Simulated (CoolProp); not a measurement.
Model: reference Helmholtz-energy equation of state, Smukala 2000, in CoolProp.

### Question
Give the vapour pressure (MPa), vapour density (kg/m³), surface tension (mN/m) of saturated ethylene at 170.1 K.

### Answer
```tsv
T (K)	p (MPa)	vapour density (kg/m³)	surface tension (mN/m)
170.1	0.106	2.17	16.2
```

Surface tension comes from a separate correlation (Mulero 2012).
